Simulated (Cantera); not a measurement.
A perfectly stirred reactor is fed with CH4 : C2H6 : C3H8 : O2 : N2 : H2O = 1 : 0.048 : 0.56 : 3.1 : 11.7 : 3.2 (molar parts), at 4.93 atm; it is adiabatic with a 798 K inlet, and is followed from long to short residence time, starting on the burning branch (τ in s: 0.19, 0.1, 0.054, 0.028, 0.015, 0.008, 0.0043, 0.0023, 0.0012, 0.00064, 0.00034, 0.00018, 9.6e-05).

Detailed kinetics in Cantera: GRI-Mech 3.0 (53 species, 325 reactions). GRI-Mech 3.0 was tuned for natural gas; its chemistry of propane as a main component is partial and can be far from experiment.

### Question
What does this change do: inlet temperature 798 to 475 K?

### Answer
| quantity | before | after |
|---|---|---|
| blow-out, bracketed by the residence times tried | burning at 0.180 ms, out at 96.0 µs | burning at 1.20 ms, out at 0.640 ms |
| x(CH4) at τ = 0.190 s | 0.000371 | 0.00464 |
| x(C2H6) at τ = 0.190 s | 3.44e-8 | 2.65e-6 |
| x(C3H8) at τ = 0.190 s | 7.45e-8 | 4.43e-7 |
| x(HCO) at τ = 0.190 s | 4.23e-8 | 1.31e-8 |
| x(NO) at τ = 0.190 s | 2.36e-5 | 6.35e-7 |
| x(CH4) at τ = 4.30 ms | 0.00344 | 0.00917 |
| x(C2H6) at τ = 4.30 ms | 4.22e-6 | 6.52e-5 |
| x(C3H8) at τ = 4.30 ms | 2.86e-6 | 1.83e-5 |
| x(HCO) at τ = 4.30 ms | 1.67e-7 | 1.12e-7 |
| x(NO) at τ = 4.30 ms | 1.93e-5 | 3.84e-7 |

### Question
What does this change do: C2H6 0.048 to 0.073 parts?

### Answer
| quantity | before | after |
|---|---|---|
| blow-out, bracketed by the residence times tried | burning at 0.180 ms, out at 96.0 µs | burning at 0.180 ms, out at 96.0 µs |
| x(CH4) at τ = 0.190 s | 0.000371 | 0.000493 |
| x(C2H6) at τ = 0.190 s | 3.44e-8 | 5.48e-8 |
| x(C3H8) at τ = 0.190 s | 7.45e-8 | 8.15e-8 |
| x(HCO) at τ = 0.190 s | 4.23e-8 | 4.14e-8 |
| x(NO) at τ = 0.190 s | 2.36e-5 | 2.04e-5 |
| x(CH4) at τ = 4.30 ms | 0.00344 | 0.00399 |
| x(C2H6) at τ = 4.30 ms | 4.22e-6 | 5.55e-6 |
| x(C3H8) at τ = 4.30 ms | 2.86e-6 | 3.09e-6 |
| x(HCO) at τ = 4.30 ms | 1.67e-7 | 1.62e-7 |
| x(NO) at τ = 4.30 ms | 1.93e-5 | 1.49e-5 |

### Question
What does this change do: 1.5 parts H2 added?

### Answer
| quantity | before | after |
|---|---|---|
| blow-out, bracketed by the residence times tried | burning at 0.180 ms, out at 96.0 µs | burning at 0.180 ms, out at 96.0 µs |
| x(CH4) at τ = 0.190 s | 0.000371 | 0.00131 |
| x(C2H6) at τ = 0.190 s | 3.44e-8 | 1.65e-7 |
| x(C3H8) at τ = 0.190 s | 7.45e-8 | 1.04e-7 |
| x(HCO) at τ = 0.190 s | 4.23e-8 | 3.87e-8 |
| x(NO) at τ = 0.190 s | 2.36e-5 | 7.24e-6 |
| x(CH4) at τ = 4.30 ms | 0.00344 | 0.00687 |
| x(C2H6) at τ = 4.30 ms | 4.22e-6 | 9.68e-6 |
| x(C3H8) at τ = 4.30 ms | 2.86e-6 | 3.65e-6 |
| x(HCO) at τ = 4.30 ms | 1.67e-7 | 1.25e-7 |
| x(NO) at τ = 4.30 ms | 1.93e-5 | 4.38e-6 |
